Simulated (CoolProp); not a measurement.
A simple Rankine cycle with isobutene: condensing at 306.15 K, boiler at 1.58 MPa, turbine inlet 515.5 K, turbine efficiency 0.75, pump efficiency 0.6, no recuperator. Each further row changes one setting.

The numbers come from the reference Helmholtz-energy equation of state, Lemmon 2005 in CoolProp. It is a short technical equation, of lower accuracy than the large ones.

```
case                             thermal efficiency (%)  net work (kJ/kg)  heat in (kJ/kg)  turbine exit temperature (K)  volume ratio over the turbine
-------------------------------  ----------------------  ----------------  ---------------  ----------------------------  -----------------------------
as stated                                           9.2              70.1              766                         477.9                           3.99
turbine inlet 535.5 K                               9.0              73.6              816                         497.9                           3.98
condensing temperature 298.15 K                    10.4              81.8              785                         472.2                           5.01
boiler pressure 1.11 MPa                            7.0              54.4              773                         487.9                           2.80
turbine efficiency 0.65                             7.9              60.3              766                         482.2                           4.03
```
